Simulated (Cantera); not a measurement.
Cantera run, input and output.

```python
import numpy as np
import cantera as ct

gas = ct.Solution("gri30.yaml")
gas.TPX = 773, 59000, {'CH4': 1, 'C2H6': 0.037, 'O2': 1.94, 'N2': 7.28}
inlet = ct.Reservoir(gas, clone=True)
gas.equilibrate("HP")  # start burning
reactor = ct.IdealGasConstPressureReactor(gas, energy="on", clone=False)
exhaust = ct.Reservoir(gas, clone=True)
tau = [0.27, 0.07, 0.018, 0.0047, 0.0012, 0.00032, 8.4e-05, 2.2e-05, 5.7e-06][0]
for a, b in ((inlet, reactor), (reactor, exhaust)):
    ct.MassFlowController(a, b, mdot=lambda t: reactor.mass / tau)
net = ct.ReactorNet([reactor])
show = ['CH4', 'C2H6', 'O2', 'H2', 'O', 'HCO']

rows = []
print(f"{'tau/s':>10s}{'T/K':>9s}" + "".join(f"{s:>11s}" for s in show))
for tau in [0.27, 0.07, 0.018, 0.0047, 0.0012, 0.00032, 8.4e-05, 2.2e-05, 5.7e-06]:
    net.initial_time = 0.0
    net.advance(30 * tau)
    before = gas.X
    net.advance(40 * tau)
    drift = np.max(np.abs(gas.X - before) / (gas.X + 1e-9))
    rows.append([gas.T, *gas[show].X, drift])
    print(f"{tau:10.3e}{gas.T:9.1f}" + "".join(f"{x:11.3e}" for x in gas[show].X))
```

It prints:

```
     tau/s      T/K        CH4       C2H6         O2         H2          O        HCO
 2.700e-01   2435.7  7.829e-07  2.983e-09  4.639e-03  1.561e-02  9.788e-04  2.571e-08
 7.000e-02   2426.4  2.778e-06  1.145e-08  5.174e-03  1.592e-02  1.109e-03  7.011e-08
 1.800e-02   2396.8  8.864e-06  4.413e-08  6.613e-03  1.694e-02  1.499e-03  2.368e-07
 4.700e-03   2331.5  2.525e-05  1.651e-07  9.347e-03  1.915e-02  2.394e-03  8.237e-07
 1.200e-03   2235.2  7.548e-05  6.149e-07  1.305e-02  2.215e-02  3.811e-03  2.917e-06
 3.200e-04   2141.1  2.518e-04  2.269e-06  1.727e-02  2.462e-02  4.976e-03  1.015e-05
 8.400e-05   2044.6  1.148e-03  1.078e-05  2.610e-02  2.667e-02  4.524e-03  3.915e-05
 2.200e-05    773.0  9.749e-02  3.607e-03  1.891e-01 -1.460e-16  3.737e-20 -1.443e-28
 5.700e-06    773.0  9.749e-02  3.607e-03  1.891e-01 -8.697e-20  5.208e-21  1.758e-29
```

Model: GRI-Mech 3.0 (53 species, 325 reactions), integrated in Cantera.
